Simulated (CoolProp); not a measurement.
Saturated liquid density (kg/m³) of R22: the reference equation beside estimates from Tc = 96.1 °C, pc = 4.990 MPa, ω = 0.221. Rackett uses Z = 0.29056 − 0.08775 ω.

Model: reference Helmholtz-energy equation of state, Kamei 1995, in CoolProp.

| T (°C) | reference | Rackett | Soave-Redlich-Kwong | Peng-Robinson |
|---|---|---|---|---|
| 12.65 | 1237 | 1216 | 1106 | 1255 |
| 16.25 | 1224 | 1203 | 1092 | 1239 |
| 19.85 | 1210 | 1190 | 1077 | 1222 |
| 23.45 | 1197 | 1177 | 1062 | 1205 |
| 27.05 | 1183 | 1163 | 1046 | 1187 |
| 30.65 | 1168 | 1149 | 1029 | 1168 |
| 34.25 | 1153 | 1134 | 1013 | 1149 |
| 37.85 | 1138 | 1119 | 995.2 | 1129 |
| 41.45 | 1122 | 1104 | 977.0 | 1109 |
| 45.05 | 1106 | 1088 | 958.2 | 1087 |
| 48.65 | 1089 | 1071 | 938.6 | 1064 |
| 52.15 | 1072 | 1055 | 918.7 | 1041 |
| 55.75 | 1053 | 1037 | 897.3 | 1017 |
| 59.35 | 1034 | 1018 | 874.8 | 990.6 |

Absolute difference from the reference over all 14 rows, mean and median: Rackett 1.6 and 1.7 %, Soave-Redlich-Kwong 12.6 and 12.3 %, Peng-Robinson 1.5 and 1.2 %.
